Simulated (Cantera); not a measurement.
A Cantera script and its output.

```python
import numpy as np
import cantera as ct

gas = ct.Solution("gri30.yaml")
gas.TPX = 1400, 380000, {'CH4': 1.3, 'O2': 1.11, 'N2': 4.18}
reactor = ct.IdealGasConstPressureReactor(gas, energy="on", clone=False)
net = ct.ReactorNet([reactor])
net.rtol, net.atol = 1e-08, 1e-16
show = ['CH4', 'O2', 'H', 'C2H2', 'NO2']
times = np.geomspace(4e-06, 0.8, 15)

steps = ct.SolutionArray(gas, extra=["t"])
rows = []
print(f"{'t/s':>10s}{'T/K':>9s}{'P/Pa':>11s}" + "".join(f"{s:>11s}" for s in show))
for t in times:
    while net.time < t:
        t_next = net.step()
        steps.append(gas.state, t=t_next)
    rows.append([np.interp(t, steps.t, y) for y in (steps.T, steps.P, *steps(*show).X.T)])
    print(f"{t:10.3e}{rows[-1][0]:9.1f}{rows[-1][1]:11.4g}" + "".join(f"{x:11.3e}" for x in rows[-1][2:]))
rate = np.gradient(steps.T, steps.t)
print("integrator steps:", len(steps.t))
if steps.T.max() > steps.T[0] + 200:
    print(f"time of steepest temperature rise: {steps.t[rate.argmax()]:.4e} s")
gas.TPX = 1400, 380000, {'CH4': 1.3, 'O2': 1.11, 'N2': 4.18}
gas.equilibrate("HP")
print(f"equilibrium (HP): T = {gas.T:.1f} K  " + "  ".join(f"{s} {gas[s].X[0]:.3e}" for s in show))
```

Output:

```
       t/s      T/K       P/Pa        CH4         O2          H       C2H2        NO2
 4.000e-06   1400.0    3.8e+05  1.973e-01  1.684e-01  1.860e-09  1.573e-17  5.503e-22
 9.565e-06   1400.0    3.8e+05  1.973e-01  1.684e-01  2.424e-09  7.655e-16  1.037e-20
 2.287e-05   1400.0    3.8e+05  1.973e-01  1.684e-01  4.464e-09  4.226e-14  2.298e-19
 5.470e-05   1400.0    3.8e+05  1.972e-01  1.684e-01  1.200e-08  3.233e-12  5.468e-18
 1.308e-04   1400.2    3.8e+05  1.971e-01  1.684e-01  2.583e-08  2.167e-10  9.697e-17
 3.128e-04   1401.5    3.8e+05  1.967e-01  1.681e-01  4.537e-08  5.410e-09  1.570e-15
 7.480e-04   1407.7    3.8e+05  1.949e-01  1.671e-01  1.297e-07  1.099e-07  3.507e-14
 1.789e-03   1556.3    3.8e+05  1.600e-01  1.412e-01  8.537e-06  7.016e-05  1.636e-11
 4.278e-03   2270.5    3.8e+05  6.884e-05  1.685e-07  1.970e-03  6.015e-05  1.934e-10
 1.023e-02   2270.1    3.8e+05  2.460e-09  1.725e-07  2.001e-03  1.707e-11  1.305e-10
 2.446e-02   2270.3    3.8e+05  2.063e-09  1.732e-07  2.004e-03  2.261e-12  5.710e-11
 5.850e-02   2270.5    3.8e+05  2.006e-09  1.735e-07  2.005e-03  2.193e-12  2.941e-11
 1.399e-01   2270.5    3.8e+05  1.998e-09  1.736e-07  2.006e-03  2.184e-12  2.273e-11
 3.345e-01   2270.5    3.8e+05  1.998e-09  1.736e-07  2.006e-03  2.183e-12  2.236e-11
 8.000e-01   2270.5    3.8e+05  1.998e-09  1.736e-07  2.006e-03  2.183e-12  2.236e-11
integrator steps: 2218
time of steepest temperature rise: 1.8956e-03 s
equilibrium (HP): T = 2270.5 K  CH4 2.276e-09  O2 1.736e-07  H 2.006e-03  C2H2 2.478e-12  NO2 2.236e-11
```

Cantera simulation using GRI-Mech 3.0 (53 species, 325 reactions); the numbers are that mechanism's predictions, not measurements.
